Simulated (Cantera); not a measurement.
An isothermal, constant-pressure homogeneous reactor starts with 0.930 % CH4, 99.0 % H2, 0.0940 % N2, at 2348 K and 0.0240 bar.

Computed with Cantera and GRI-Mech 3.0 (53 species, 325 reactions). GRI-Mech 3.0 stops at C3 and has no aromatics, soot or wall deposition, so with more carbon than oxygen in the feed, carbon stays in small species such as C2H2 where larger ones or solid carbon would form. Radical loss at walls, strong at low pressure, is not modelled.

x: mole fraction; the columns are a selection and need not sum to one.

```
t (s)        x CH4   x H2    x C2H4     x CH3       x H
--------  --------  -----  --------  --------  --------
1.00e-6    0.00930  0.990    <1e-12   3.83e-6   4.38e-6
4.06e-6    0.00929  0.990  9.95e-12   1.35e-5   1.98e-5
1.65e-5    0.00927  0.990  7.49e-10         …         …
6.69e-5    0.00920  0.989   2.77e-8   9.94e-5  0.000446
0.000271   0.00896  0.988   8.64e-7  0.000332   0.00185
0.00110    0.00800  0.983   1.05e-5   0.00110   0.00722
0.00447    0.00387  0.971   1.40e-5   0.00151    0.0205
0.0182    0.000425  0.962   7.33e-7  0.000262    0.0320
0.0737     3.96e-5  0.950   2.55e-7   3.41e-5    0.0441
0.299            …  0.930         …         …         …
1.21       3.64e-6  0.918   1.25e-7   5.63e-6    0.0768
4.93       3.63e-6  0.918   1.25e-7   5.62e-6    0.0769
20.0       3.62e-6  0.918   1.24e-7   5.61e-6    0.0769
```

Some entries are withheld; supply them.


- 1.65e-5, x CH3: 3.75e-5
- 1.65e-5, x H: 9.74e-5
- 0.299, x CH4: 5.58e-6
- 0.299, x C2H4: 1.56e-7
- 0.299, x CH3: 7.21e-6
- 0.299, x H: 0.0649
